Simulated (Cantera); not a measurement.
An adiabatic, constant-volume homogeneous reactor starts with CO : H₂ : O₂ : N₂ = 1 : 0.55 : 0.791 : 7.35 (molar parts), at 1675 K and 2.10 bar.

Model: GRI-Mech 3.0 (53 species, 325 reactions), integrated in Cantera. The hydrogen kinetics of GRI-Mech 3.0 are dated; newer H2 mechanisms differ, most at raised pressure.

x: mole fraction; the columns are a selection and need not sum to one.

```json
[
 {"t (s)": "5.00e-6", "T (K)": "1675", "P (bar)": "2.10", "x CO": "0.103", "x H₂": "0.0564", "x O₂": "0.0814", "x OH": "6.88e-5", "x H₂O₂": "4.76e-8", "x H": "0.000209"},
 {"t (s)": "1.52e-5", "T (K)": "1877", "P (bar)": "2.33", "x CO": "0.0773", "x H₂": "0.00748", "x O₂": "0.0383", "x OH": "0.00784", "x H₂O₂": "4.84e-7", "x H": "0.0231"},
 {"t (s)": "4.60e-5", "T (K)": "…", "P (bar)": "2.78", "x CO": "…", "x H₂": "0.00727", "x O₂": "…", "x OH": "…", "x H₂O₂": "…", "x H": "…"},
 {"t (s)": "0.000140", "T (K)": "2604", "P (bar)": "3.10", "x CO": "0.0412", "x H₂": "0.00452", "x O₂": "0.0206", "x OH": "0.00900", "x H₂O₂": "1.10e-7", "x H": "0.00358"},
 {"t (s)": "0.000423", "T (K)": "2708", "P (bar)": "3.20", "x CO": "0.0342", "x H₂": "0.00350", "x O₂": "0.0167", "x OH": "0.00764", "x H₂O₂": "1.27e-7", "x H": "0.00200"},
 {"t (s)": "0.00128", "T (K)": "2703", "P (bar)": "3.19", "x CO": "0.0342", "x H₂": "0.00351", "x O₂": "0.0153", "x OH": "0.00731", "x H₂O₂": "1.21e-7", "x H": "0.00192"},
 {"t (s)": "0.00389", "T (K)": "2697", "P (bar)": "3.18", "x CO": "0.0343", "x H₂": "0.00355", "x O₂": "0.0142", "x OH": "0.00706", "x H₂O₂": "1.16e-7", "x H": "0.00189"},
 {"t (s)": "0.0118", "T (K)": "2696", "P (bar)": "3.18", "x CO": "0.0344", "x H₂": "0.00356", "x O₂": "0.0141", "x OH": "0.00704", "x H₂O₂": "1.15e-7", "x H": "0.00188"},
 {"t (s)": "0.0358", "T (K)": "2696", "P (bar)": "3.18", "x CO": "0.0344", "x H₂": "0.00356", "x O₂": "0.0141", "x OH": "0.00704", "x H₂O₂": "1.15e-7", "x H": "0.00188"},
 {"t (s)": "0.109", "T (K)": "2696", "P (bar)": "3.18", "x CO": "0.0344", "x H₂": "0.00356", "x O₂": "0.0141", "x OH": "0.00704", "x H₂O₂": "1.15e-7", "x H": "0.00188"},
 {"t (s)": "0.330", "T (K)": "2696", "P (bar)": "3.18", "x CO": "0.0344", "x H₂": "0.00356", "x O₂": "0.0141", "x OH": "0.00704", "x H₂O₂": "1.15e-7", "x H": "0.00188"},
 {"t (s)": "1.00", "T (K)": "2696", "P (bar)": "3.18", "x CO": "0.0344", "x H₂": "0.00356", "x O₂": "0.0141", "x OH": "0.00704", "x H₂O₂": "1.15e-7", "x H": "0.00188"}
]
```

Q: What belongs in the gaps?

A: 
- 4.60e-5, T (K): 2298
- 4.60e-5, x CO: 0.0546
- 4.60e-5, x O₂: 0.0271
- 4.60e-5, x OH: 0.0105
- 4.60e-5, x H₂O₂: 1.58e-7
- 4.60e-5, x H: 0.0117
